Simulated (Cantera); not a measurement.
Mixture: 10.9 % CH3OH, 18.7 % O2, 70.4 % N2, equivalence ratio 0.87, at 9.87 atm, adiabatic and at constant volume. Ignition delay is the time to a rise of 400 K.

Model: GRI-Mech 3.0 (53 species, 325 reactions), integrated in Cantera. GRI-Mech 3.0 was tuned for natural gas; its chemistry of methanol as a main component is partial and can be far from experiment.

Q: Predict: delay at 1448 K; delay at 1523 K; delay at 1598 K; delay at 1673 K; delay at 1748 K; apparent activation energy between 1598 and 1748 K.

A: 
- delay at 1448 K: 50.3 µs
- delay at 1523 K: 23.5 µs
- delay at 1598 K: 12.1 µs
- delay at 1673 K: 6.66 µs
- delay at 1748 K: 3.91 µs
- apparent activation energy between 1598 and 1748 K: 170 kJ/mol
